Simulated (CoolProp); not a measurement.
A simple Rankine cycle with R124: condensing at 298.15 K, boiler at 1.29 MPa, turbine inlet 469 K, turbine efficiency 0.65, pump efficiency 0.8, no recuperator. Each further row changes one setting.

Model: reference Helmholtz-energy equation of state, de Vries 1995, in CoolProp.

```tsv
case	thermal efficiency (%)	net work (kJ/kg)	heat in (kJ/kg)	turbine exit temperature (K)	volume ratio over the turbine
as stated	6.8	19.8	289	441.7	?
condensing temperature 290.15 K	8.0	?	298	436.5	?
boiler pressure 0.903 MPa	5.0	14.4	?	450.2	2.32
turbine efficiency 0.55	5.7	16.6	289	445.1	3.35
```

Task: What belongs in the gaps?

Result: 
- as stated, volume ratio over the turbine: 3.33
- condensing temperature 290.15 K, net work (kJ/kg): 23.9
- condensing temperature 290.15 K, volume ratio over the turbine: 4.26
- boiler pressure 0.903 MPa, heat in (kJ/kg): 292
